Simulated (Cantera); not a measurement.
An isothermal, constant-pressure homogeneous reactor starts with CH4 : N2 = 1 : 20 (molar parts), at 1523 K and 0.000570 bar. Integrator tolerance rtol = 1e-08.

Computed with Cantera and GRI-Mech 3.0 (53 species, 325 reactions). GRI-Mech 3.0 stops at C3 and has no aromatics, soot or wall deposition, so with more carbon than oxygen in the feed, carbon stays in small species such as C2H2 where larger ones or solid carbon would form. Radical loss at walls, strong at low pressure, is not modelled.

Task: What does this change do: CH4 1 to 8.5 parts?

Result: 
| quantity | before | after |
|---|---|---|
| x(CH4) at 30.0 s | 0.0335 (gas-phase equilibrium 4.90e-7) | 0.0923 (gas-phase equilibrium 2.00e-5) |
| x(CH2) at 30.0 s | 1.63e-7 (gas-phase equilibrium 1.18e-10) | 2.75e-7 (gas-phase equilibrium 9.52e-10) |
| x(C2H2) at 30.0 s | 0.00526 (gas-phase equilibrium 0.00533) | 0.0777 (gas-phase equilibrium 0.0684) |
| x(H2) at 30.0 s | 0.0186 (gas-phase equilibrium 0.0680) | 0.236 (gas-phase equilibrium 0.344) |
| x(C2H4) at 30.0 s | 0.00132 (gas-phase equilibrium 4.65e-8) | 0.00144 (gas-phase equilibrium 3.02e-6) |
| x(C2H6) at 30.0 s | 1.70e-6 (gas-phase equilibrium <1e-12) | 1.04e-5 (gas-phase equilibrium 4.30e-12) |
| x(H) at 30.0 s | 1.26e-5 (gas-phase equilibrium 0.000254) | 0.000110 (gas-phase equilibrium 0.000572) |

Task: What does this change do: pressure from 0.000570 bar to 0.133 bar?

Result: 
| quantity | before | after |
|---|---|---|
| x(CH4) at 30.0 s | 0.0335 (gas-phase equilibrium 4.90e-7) | 0.00122 (gas-phase equilibrium 0.000114) |
| x(CH2) at 30.0 s | 1.63e-7 (gas-phase equilibrium 1.18e-10) | 1.19e-9 (gas-phase equilibrium 1.18e-10) |
| x(C2H2) at 30.0 s | 0.00526 (gas-phase equilibrium 0.00533) | 0.0221 (gas-phase equilibrium 0.00531) |
| x(H2) at 30.0 s | 0.0186 (gas-phase equilibrium 0.0680) | 0.0664 (gas-phase equilibrium 0.0680) |
| x(C2H4) at 30.0 s | 0.00132 (gas-phase equilibrium 4.65e-8) | 4.45e-5 (gas-phase equilibrium 1.08e-5) |
| x(C2H6) at 30.0 s | 1.70e-6 (gas-phase equilibrium <1e-12) | 5.13e-8 (gas-phase equilibrium 7.12e-10) |
| x(H) at 30.0 s | 1.26e-5 (gas-phase equilibrium 0.000254) | 1.58e-5 (gas-phase equilibrium 1.66e-5) |
